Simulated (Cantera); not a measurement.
An adiabatic, constant-volume homogeneous reactor starts with CH₄ : C₂H₆ : C₃H₈ : O₂ : N₂ = 1 : 0.083 : 1.2 : 6.38 : 24 (molar parts), equivalence ratio 1.3, at 1750 K and 0.910 bar. Integrator tolerance rtol = 1e-08.

Cantera simulation using GRI-Mech 3.0 (53 species, 325 reactions); the numbers are that mechanism's predictions, not measurements. GRI-Mech 3.0 was tuned for natural gas; its chemistry of propane as a main component is partial and can be far from experiment. Above 3000 K some thermodynamic fits are extrapolated.

```tsv
quantity	before	after
time of steepest temperature rise	18.6 µs	21.8 µs
temperature at 1.00 s	3024 K	2857 K
equilibrium temperature	3024 K	2857 K
x(CH₄) at 1.00 s	<1e-12 (gas-phase equilibrium <1e-12)	<1e-12 (gas-phase equilibrium <1e-12)
x(C₂H₆) at 1.00 s	<1e-12 (gas-phase equilibrium <1e-12)	<1e-12 (gas-phase equilibrium <1e-12)
x(C₃H₈) at 1.00 s	<1e-12 (gas-phase equilibrium <1e-12)	<1e-12 (gas-phase equilibrium <1e-12)
x(H₂O₂) at 1.00 s	2.76e-7 (gas-phase equilibrium 2.76e-7)	1.48e-7 (gas-phase equilibrium 1.48e-7)
x(O₂) at 1.00 s	0.00942 (gas-phase equilibrium 0.00942)	0.00777 (gas-phase equilibrium 0.00777)
```

### Question
Name the change that produced these shifts.
(A) pressure from 0.910 bar to 1.01 bar
(B) O2 6.38 to 5.1 parts
(C) CH4 1 to 0.55 parts
(D) constant pressure in place of constant volume

### Answer
D, constant pressure in place of constant volume
